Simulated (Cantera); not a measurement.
An isothermal, constant-pressure homogeneous reactor starts with 43.5 % NO, 56.5 % N₂, at 1973 K and 0.0270 bar.

Computed with Cantera and GRI-Mech 3.0 (53 species, 325 reactions). Radical loss at walls, strong at low pressure, is not modelled.

**Question.** Predict: x(NO) at 10.0 s; x(NO₂) at 10.0 s; x(O₂) at 10.0 s; x(N₂O) at 10.0 s; x(O) at 10.0 s.

**Answer.** 
```json
{
 "x(NO) at 10.0 s": "0.212 (gas-phase equilibrium 0.00714)",
 "x(NO₂) at 10.0 s": "4.50e-5 (gas-phase equilibrium 2.13e-6)",
 "x(O₂) at 10.0 s": "0.111 (gas-phase equilibrium 0.213)",
 "x(N₂O) at 10.0 s": "1.33e-5 (gas-phase equilibrium 6.57e-8)",
 "x(O) at 10.0 s": "0.00114 (gas-phase equilibrium 0.00153)"
}
```
